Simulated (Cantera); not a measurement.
**Catalytic combustion on Pt**

An isothermal plug-flow reactor at 675 K and 490000 Pa (inlet), inlet velocity 0.35 m/s, active area per volume 53 1/m; feed H2 : O2 : N2 = 0.0042 : 0.022 : 0.79 (molar parts).

Cantera simulation using Deutschmann's 1995 Pt surface mechanism with GRI-Mech 3.0 gas chemistry; the numbers are that mechanism's predictions, not measurements. Catalytic surfaces can have several steady states; this one follows from the mechanism file's or the stated starting coverage. Mass transfer to the wall is taken as infinitely fast.

```json
[
 {"z (m)": "6e-05", "x H2": "0.00470", "x O2": "0.0267", "x H2O": "0.000451", "θ free Pt": "0.309", "θ O*": "0.679", "θ OH*": "0.0123"},
 {"z (m)": "0.00013", "x H2": "0.00426", "x O2": "0.0265", "x H2O": "0.000890", "θ free Pt": "0.282", "θ O*": "0.705", "θ OH*": "0.0124"},
 {"z (m)": "0.00028", "x H2": "0.00354", "x O2": "0.0262", "x H2O": "0.00161", "θ free Pt": "0.238", "θ O*": "0.750", "θ OH*": "0.0124"},
 {"z (m)": "0.0006", "x H2": "0.00260", "x O2": "0.0257", "x H2O": "0.00256", "θ free Pt": "0.177", "θ O*": "0.811", "θ OH*": "0.0119"},
 {"z (m)": "0.0013", "x H2": "0.00163", "x O2": "0.0252", "x H2O": "0.00353", "θ free Pt": "0.113", "θ O*": "0.876", "θ OH*": "0.0105"},
 {"z (m)": "0.0028", "x H2": "0.000896", "x O2": "0.0249", "x H2O": "0.00426", "θ free Pt": "0.0634", "θ O*": "0.928", "θ OH*": "0.00851"},
 {"z (m)": "0.006", "x H2": "0.000454", "x O2": "0.0247", "x H2O": "0.00470", "θ free Pt": "0.0327", "θ O*": "0.961", "θ OH*": "0.00639"}
]
```
x: gas mole fraction; θ: surface coverage.
